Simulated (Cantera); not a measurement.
**Equilibrium for carbon deposition, reforming and gasification: CH₃OH + CO₂**

Feed: 1 mol CH₃OH, 0.14 mol CO₂, equilibrated at 1900 K and 95.0 Pa.

Cantera equilibrium calculation (NASA polynomials, part measured and part estimated; ideal gas, pure solids and liquids). Candidate condensed phases: C, C₆H₆, C₇H₈, C₈H₁₈, H₂O; 110 gas species. Kinetics and transport are ignored.

The x(H₂) is 0.582 and the x(CO) comes out as 0.354. The x(H₂O) is 0.0385, the x(H) is 0.0196 and the x(CO₂) comes out as 0.00556. The x(OH) is 0.000107 and the x(O) comes out as 2.70e-6. The gas amount is 3.171 mol and the log10 activity of C(graphite) (absent) comes out as -6.04.
